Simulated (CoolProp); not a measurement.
Model: reference Helmholtz-energy equation of state, Penoncello 2003, in CoolProp.

Q: For CHF3 (R23), give the phase and the cp (kJ/(kg K)), cv (kJ/(kg K)), isothermal compressibility (1/MPa) at 73.15 °C and 253 bar; 201.85 °C and 253 bar.

A: 
- 73.15 °C and 253 bar: supercritical; cp 1.44, cv 0.813, isothermal compressibility 0.0125
- 201.85 °C and 253 bar: supercritical; cp 1.32, cv 0.915, isothermal compressibility 0.0333
